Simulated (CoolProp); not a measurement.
Dimethyl carbonate at several states: density (kg/m³) from the reference equation and from simpler models built on Tc = 283.9 °C, pc = 4.909 MPa, ω = 0.346; each cubic takes its own stable root.

Computed with CoolProp (reference Helmholtz-energy equation of state, Zhou 2011).

| T (°C) | p (MPa) | phase | reference |
|---|---|---|---|
| 46.35 | 7.1 | liquid | 1042 |
| 60.15 | 1.55 | liquid | 1018 |
| 160.45 | 1.9 | liquid | 869.2 |
| 289.45 | 22.9 | supercritical | 729.6 |
| 199.15 | 0.0142 | gas | 0.3263 |

How far does each simpler model (van der Waals, Soave-Redlich-Kwong) lie from the reference over these 5 states: mean and median of the absolute difference, and the worst?


- van der Waals: mean 30.7 %, median 41.0 %, worst -41.8 % at 60.15 °C and 1.55 MPa
- Soave-Redlich-Kwong: mean 8.6 %, median 10.9 %, worst -11.4 % at 160.45 °C and 1.9 MPa
